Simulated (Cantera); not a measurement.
Charge: 1 mol Si(CH3)4, 0.006 mol C2H4, 1.6 mol H2, 0.00018 mol Cl2, held at 0.0140 bar.

Cantera equilibrium calculation (NASA polynomials, part measured and part estimated; ideal gas, pure solids and liquids). Candidate condensed phases: C, C6H6, C7H8, C8H18, Si, SiC; 109 gas species. Gases not in the tables: Si2H6 and higher silanes. Rates play no part.

### Question
At 2200 °C, list the 6 most abundant gas species with their mole fractions, and the condensed phases.

### Answer
H2 0.743, H 0.162, Si 0.0621, SiC2 0.0149, Si2C 0.00828, C2H2 (acetylene) 0.00716. Condensed: C(graphite) + SiC(s).
